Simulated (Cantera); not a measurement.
Predominance diagram of V at 1625 K against the partial pressures of O2 and N2 (log10, bar). Source: NASA polynomial tables (part measured, part estimated), evaluated in Cantera. Candidates: V(s), VN(s), VO(s), V2O3(s), V2O4(s), V2O5(l). Only these pure phases compete in this equilibrium. VN, VO: taken at fixed stoichiometry. Not in the tables: V3O5 to V6O13, V2N.

```
log p(N2) \ log p(O2)
        columns: -8, -7.6, -7.2, -6.9, -6.5, -6.1, -5.7, -5.3, -5, -4.6, -4.2, -3.8, -3.4, -3, -2.7, -2.3, -1.9, -1.5, -1.1, -0.8, -0.4, 0
      1  A A A A A A B B B B B B B B B B B B C C C C
   -0.2  A A A A A A B B B B B B B B B B B B C C C C
   -1.3  A A A A A A B B B B B B B B B B B B C C C C
   -2.5  A A A A A A B B B B B B B B B B B B C C C C
   -3.7  A A A A A A B B B B B B B B B B B B C C C C
   -4.8  A A A A A A B B B B B B B B B B B B C C C C
     -6  A A A A A A B B B B B B B B B B B B C C C C
   -7.2  A A A A A A B B B B B B B B B B B B C C C C
   -8.3  A A A A A A B B B B B B B B B B B B C C C C
   -9.5  A A A A A A B B B B B B B B B B B B C C C C
  -10.7  A A A A A A B B B B B B B B B B B B C C C C
  -11.8  A A A A A A B B B B B B B B B B B B C C C C
    -13  A A A A A A B B B B B B B B B B B B C C C C
```

A: V2O3(s); B: V2O4(s); C: V2O5(l).
